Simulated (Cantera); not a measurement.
Mixture: CH3OH : O2 : N2 = 1 : 2.63 : 17.9 (molar parts), equivalence ratio 0.57, at 4.60 bar, adiabatic and at constant pressure. Ignition delay is the time to a rise of 400 K.

Model: GRI-Mech 3.0 (53 species, 325 reactions), integrated in Cantera. GRI-Mech 3.0 was tuned for natural gas; its chemistry of methanol as a main component is partial and can be far from experiment.

**Question.** Predict: delay at 1250 K; delay at 1350 K; delay at 1450 K; delay at 1550 K; delay at 1650 K; apparent activation energy between 1600 and 1700 K.

**Answer.** 
| Item | Value |
|---|---|
| delay at 1250 K | 1.64 ms |
| delay at 1350 K | 0.431 ms |
| delay at 1450 K | 0.148 ms |
| delay at 1550 K | 63.1 µs |
| delay at 1650 K | 32.2 µs |
| apparent activation energy between 1600 and 1700 K | 130 kJ/mol |
